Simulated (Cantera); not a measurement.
A Cantera script and its output.

```python
import numpy as np
import cantera as ct

gas = ct.Solution("gri30.yaml")
gas.TPX = 350, 300000, {'C2H6': 1, 'O2': 3.5, 'N2': 13.2, 'CO2': 5.1}
inlet = ct.Reservoir(gas, clone=True)
gas.equilibrate("HP")  # start burning
reactor = ct.IdealGasConstPressureReactor(gas, energy="on", clone=False)
exhaust = ct.Reservoir(gas, clone=True)
tau = [0.21, 0.086, 0.035, 0.014, 0.0057, 0.0023, 0.00093, 0.00038, 0.00015, 6.2e-05, 2.5e-05][0]
for a, b in ((inlet, reactor), (reactor, exhaust)):
    ct.MassFlowController(a, b, mdot=lambda t: reactor.mass / tau)
net = ct.ReactorNet([reactor])
show = ['C2H6', 'O2', 'CO2', 'NO', 'CH2', 'HO2', 'H2']

rows = []
print(f"{'tau/s':>10s}{'T/K':>9s}" + "".join(f"{s:>11s}" for s in show))
for tau in [0.21, 0.086, 0.035, 0.014, 0.0057, 0.0023, 0.00093, 0.00038, 0.00015, 6.2e-05, 2.5e-05]:
    net.initial_time = 0.0
    net.advance(30 * tau)
    before = gas.X
    net.advance(40 * tau)
    drift = np.max(np.abs(gas.X - before) / (gas.X + 1e-9))
    rows.append([gas.T, *gas[show].X, drift])
    print(f"{tau:10.3e}{gas.T:9.1f}" + "".join(f"{x:11.3e}" for x in gas[show].X))
```

It prints:

```
     tau/s      T/K       C2H6         O2        CO2         NO        CH2        HO2         H2
 2.100e-01   1821.5  5.173e-07  3.143e-03  2.977e-01  3.876e-05  2.961e-08  5.407e-07  6.420e-04
 8.600e-02   1809.0  1.065e-06  4.048e-03  2.957e-01  3.455e-05  6.115e-08  9.720e-07  8.305e-04
 3.500e-02   1792.6  2.160e-06  5.230e-03  2.932e-01  3.084e-05  1.269e-07  1.740e-06  1.080e-03
 1.400e-02   1771.0  4.390e-06  6.773e-03  2.898e-01  2.765e-05  2.661e-07  3.086e-06  1.411e-03
 5.700e-03   1744.2  8.838e-06  8.676e-03  2.858e-01  2.483e-05  5.425e-07  5.270e-06  1.824e-03
 2.300e-03   1710.4  1.850e-05  1.110e-02  2.808e-01  2.142e-05  1.090e-06  8.848e-06  2.343e-03
 9.300e-04   1666.6  4.251e-05  1.438e-02  2.744e-01  1.625e-05  2.160e-06  1.506e-05  3.008e-03
 3.800e-04    350.0  4.386e-02  1.535e-01  2.237e-01 -7.584e-21  6.544e-34 -2.042e-18 -5.193e-16
 1.500e-04    350.0  4.386e-02  1.535e-01  2.237e-01  1.126e-24 -1.974e-36  3.032e-22  7.711e-20
 6.200e-05    350.0  4.386e-02  1.535e-01  2.237e-01  7.113e-26 -3.575e-41  1.915e-23  4.871e-21
 2.500e-05    350.0  4.386e-02  1.535e-01  2.237e-01  4.493e-27 -2.514e-45  1.210e-24  3.077e-22
```

Computed with Cantera and GRI-Mech 3.0 (53 species, 325 reactions).
